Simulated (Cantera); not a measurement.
An adiabatic, constant-volume homogeneous reactor starts with CH4 : O2 : N2 = 1 : 2.86 : 10.7 (molar parts), at 1050 K and 2.40 bar. Integrator tolerance rtol = 1e-08.

Computed with Cantera and GRI-Mech 3.0 (53 species, 325 reactions).

**Question.** What does this change do: initial temperature 1050 to 1325 K?

**Answer.** 
```
quantity                                                              before                                      after
---------------------------------  -----------------------------------------  -----------------------------------------
time of steepest temperature rise                                    0.151 s                                    3.33 ms
temperature at 1.00 s                                                 2626 K                                     2750 K
equilibrium temperature                                               2626 K                                     2750 K
x(CH4) at 1.00 s                       <1e-12 (gas-phase equilibrium <1e-12)      <1e-12 (gas-phase equilibrium <1e-12)
x(O2) at 1.00 s                        0.0529 (gas-phase equilibrium 0.0529)      0.0529 (gas-phase equilibrium 0.0529)
x(H) at 1.00 s                     0.000857 (gas-phase equilibrium 0.000857)    0.00200 (gas-phase equilibrium 0.00200)
x(HCN) at 1.00 s                   7.41e-11 (gas-phase equilibrium 7.41e-11)  2.62e-10 (gas-phase equilibrium 2.62e-10)
x(HO2) at 1.00 s                     1.23e-5 (gas-phase equilibrium 1.23e-5)    1.52e-5 (gas-phase equilibrium 1.52e-5)
x(O) at 1.00 s                       0.00246 (gas-phase equilibrium 0.00246)    0.00457 (gas-phase equilibrium 0.00457)
x(CH2) at 1.00 s                       <1e-12 (gas-phase equilibrium <1e-12)      <1e-12 (gas-phase equilibrium <1e-12)
```

**Question.** What does this change do: initial temperature 1050 to 1500 K?

**Answer.** 
```json
[
 {"quantity": "time of steepest temperature rise", "before": "0.151 s", "after": "0.497 ms"},
 {"quantity": "temperature at 1.00 s", "before": "2626 K", "after": "2821 K"},
 {"quantity": "equilibrium temperature", "before": "2626 K", "after": "2821 K"},
 {"quantity": "x(CH4) at 1.00 s", "before": "<1e-12 (gas-phase equilibrium <1e-12)", "after": "<1e-12 (gas-phase equilibrium <1e-12)"},
 {"quantity": "x(O2) at 1.00 s", "before": "0.0529 (gas-phase equilibrium 0.0529)", "after": "0.0530 (gas-phase equilibrium 0.0530)"},
 {"quantity": "x(H) at 1.00 s", "before": "0.000857 (gas-phase equilibrium 0.000857)", "after": "0.00312 (gas-phase equilibrium 0.00312)"},
 {"quantity": "x(HCN) at 1.00 s", "before": "7.41e-11 (gas-phase equilibrium 7.41e-11)", "after": "4.93e-10 (gas-phase equilibrium 4.93e-10)"},
 {"quantity": "x(HO2) at 1.00 s", "before": "1.23e-5 (gas-phase equilibrium 1.23e-5)", "after": "1.70e-5 (gas-phase equilibrium 1.70e-5)"},
 {"quantity": "x(O) at 1.00 s", "before": "0.00246 (gas-phase equilibrium 0.00246)", "after": "0.00637 (gas-phase equilibrium 0.00637)"},
 {"quantity": "x(CH2) at 1.00 s", "before": "<1e-12 (gas-phase equilibrium <1e-12)", "after": "<1e-12 (gas-phase equilibrium <1e-12)"}
]
```

**Question.** What does this change do: initial temperature 1050 to 1175 K?

**Answer.** 
```csv
quantity,before,after
time of steepest temperature rise,0.151 s,23.4 ms
temperature at 1.00 s,2626 K,2684 K
equilibrium temperature,2626 K,2684 K
x(CH4) at 1.00 s,<1e-12 (gas-phase equilibrium <1e-12),<1e-12 (gas-phase equilibrium <1e-12)
x(O2) at 1.00 s,0.0529 (gas-phase equilibrium 0.0529),0.0528 (gas-phase equilibrium 0.0528)
x(H) at 1.00 s,0.000857 (gas-phase equilibrium 0.000857),0.00129 (gas-phase equilibrium 0.00129)
x(HCN) at 1.00 s,7.41e-11 (gas-phase equilibrium 7.41e-11),1.38e-10 (gas-phase equilibrium 1.38e-10)
x(HO2) at 1.00 s,1.23e-5 (gas-phase equilibrium 1.23e-5),1.36e-5 (gas-phase equilibrium 1.36e-5)
x(O) at 1.00 s,0.00246 (gas-phase equilibrium 0.00246),0.00332 (gas-phase equilibrium 0.00332)
x(CH2) at 1.00 s,<1e-12 (gas-phase equilibrium <1e-12),<1e-12 (gas-phase equilibrium <1e-12)
```
